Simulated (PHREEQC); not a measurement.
Make-up at 17 °C: 0.28 mol/kgw HF, 0.0053 mol/kgw (CH3)4NF, 0.018 mol/kgw (NH4)2SiF6 and 0.013 mol/kgw H2SO4. It is in equilibrium with CO2 at log p = -2 (atm). Otherwise closed; pH follows from the charge balance.

The numbers come from PHREEQC with the ion-association model, phreeqc.dat.

Each row changes one thing in this solution. Precipitation was switched off in this run.

```csv
case,pH,ionic strength (mol/kgw),HF (mol/kgw),F- (mol/kgw),HF2- (mol/kgw),HSO4- (mol/kgw)
as made,1.56,0.0971,0.258,0.00967,0.00890,0.00628
HF left out,1.86,0.0820,0.00536,0.000388,7.42e-6,0.00429
(NH4)2SiF6 replaced by NH3 at the same molality,1.74,0.0508,0.249,0.0130,0.0115,0.00567
0.0039 mol/kgw NaCl added,1.56,0.101,0.258,0.00970,0.00892,0.00624
(CH3)4NF left out,1.52,0.0947,0.255,0.00872,0.00795,0.00659
```

(CH3)4N+ isn't in the database: it is added as a free cation with an ion size of 4 Å. SiF6-2 is the database's only silicon fluoride.
